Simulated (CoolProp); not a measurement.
Vapour-liquid equilibrium of nitrogen (1) + oxygen (2) at -158.15 °C; x and y are mole fractions of (1).

Model: multi-fluid Helmholtz-energy mixture model, Span 2000 and Schmidt 1985; pair parameters Gernert 2013, in CoolProp.

| x | bubble pressure, mixture model (MPa) | bubble pressure, Raoult's law (MPa) | y, mixture model | y, Raoult's law |
|---|---|---|---|---|
| 0.05 | 0.8197 | 0.8147 | 0.112 | 0.119 |
| 0.2 | 1.000 | 0.9919 | 0.357 | 0.391 |
| 0.35 | 1.170 | 1.169 | 0.529 | 0.580 |
| 0.5 | 1.337 | 1.346 | 0.662 | 0.719 |
| 0.65 | 1.505 | 1.524 | 0.775 | 0.826 |
| 0.8 | 1.681 | 1.701 | 0.876 | 0.911 |
| 0.95 | 1.870 | 1.878 | 0.969 | 0.980 |

The largest gap from Raoult's law is -1.2 % in bubble pressure, at x = 0.65. No azeotrope shows between x = 0.05 and 0.95.

The pair parameters rest on a limited set of measurements; away from them the model extrapolates. The gap from Raoult's law changes sign with composition, which may be real or a fault of the pair parameters; it wasn't checked against measurements.
